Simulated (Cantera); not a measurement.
Cantera with NASA thermochemical tables; ideal gases at 1 bar, condensed phases pure. Values are per mole of reaction as written; species without (g) are pure solids or liquids, kept so even where they would boil at 1 bar.

Between 1725 and 1950 K, where is each reaction favourable under standard conditions?
- 2 BN + 5 NO₂(g) + BF₃(g) = 7 NO(g) + B₃O₃F₃(g)


- 2 BN + 5 NO₂(g) + BF₃(g) = 7 NO(g) + B₃O₃F₃(g): ΔG° is -863 kJ at 1725 K and -942 kJ at 1950 K; it stays negative (K > 1). ΔH° is -258 kJ and ΔS° 351 J/K at 1950 K.
